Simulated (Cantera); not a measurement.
What does this Cantera script print?

```python
import numpy as np
import cantera as ct

gas = ct.Solution("gri30.yaml")
gas.TPX = 1100, 92000, {'CO': 0.013, 'O2': 0.061, 'H2O': 0.00059, 'N2': 1, 'CH4': 0.0019}
reactor = ct.IdealGasConstPressureReactor(gas, energy="off", clone=False)
net = ct.ReactorNet([reactor])
net.rtol, net.atol = 1e-08, 1e-18
show = ['CO', 'O2', 'H2O', 'H', 'HO2']
times = np.geomspace(0.001, 3, 11)

steps = ct.SolutionArray(gas, extra=["t"])
rows = []
print(f"{'t/s':>10s}{'T/K':>9s}{'P/Pa':>11s}" + "".join(f"{s:>11s}" for s in show))
for t in times:
    while net.time < t:
        t_next = net.step()
        steps.append(gas.state, t=t_next)
    rows.append([np.interp(t, steps.t, y) for y in (steps.T, steps.P, *steps(*show).X.T)])
    print(f"{t:10.3e}{rows[-1][0]:9.1f}{rows[-1][1]:11.4g}" + "".join(f"{x:11.3e}" for x in rows[-1][2:]))
rate = np.gradient(steps.T, steps.t)
print("integrator steps:", len(steps.t))
if steps.T.max() > steps.T[0] + 200:
    print(f"time of steepest temperature rise: {steps.t[rate.argmax()]:.4e} s")
gas.TPX = 1100, 92000, {'CO': 0.013, 'O2': 0.061, 'H2O': 0.00059, 'N2': 1, 'CH4': 0.0019}
gas.equilibrate("TP")
print(f"equilibrium (TP): T = {gas.T:.1f} K  " + "  ".join(f"{s} {gas[s].X[0]:.3e}" for s in show))
```

It prints:

```
       t/s      T/K       P/Pa         CO         O2        H2O          H        HO2
 1.000e-03   1100.0    9.2e+04  1.208e-02  5.667e-02  5.481e-04  1.258e-10  2.213e-09
 2.227e-03   1100.0    9.2e+04  1.208e-02  5.667e-02  5.481e-04  2.392e-10  6.434e-09
 4.959e-03   1100.0    9.2e+04  1.208e-02  5.667e-02  5.482e-04  7.967e-10  2.437e-08
 1.104e-02   1100.0    9.2e+04  1.207e-02  5.666e-02  5.504e-04  1.826e-08  2.918e-07
 2.460e-02   1100.0    9.2e+04  7.369e-03  5.085e-02  4.043e-03  7.479e-06  5.644e-06
 5.477e-02   1100.0    9.2e+04  2.517e-03  4.856e-02  4.083e-03  1.513e-06  3.315e-06
 1.220e-01   1100.0    9.2e+04  6.480e-04  4.769e-02  4.096e-03  2.224e-07  1.563e-06
 2.716e-01   1100.0    9.2e+04  1.281e-04  4.744e-02  4.100e-03  2.385e-08  5.157e-07
 6.049e-01   1100.0    9.2e+04  1.965e-05  4.739e-02  4.102e-03  1.902e-09  1.074e-07
 1.347e+00   1100.0    9.2e+04  2.611e-06  4.738e-02  4.102e-03  1.272e-10  1.661e-08
 3.000e+00   1100.0    9.2e+04  3.264e-07  4.738e-02  4.103e-03  9.559e-12  2.591e-09
integrator steps: 1921
equilibrium (TP): T = 1100.0 K  CO 8.969e-11  O2 4.736e-02  H2O 4.103e-03  H 1.385e-13  HO2 2.589e-10
```

Model: GRI-Mech 3.0 (53 species, 325 reactions), integrated in Cantera.
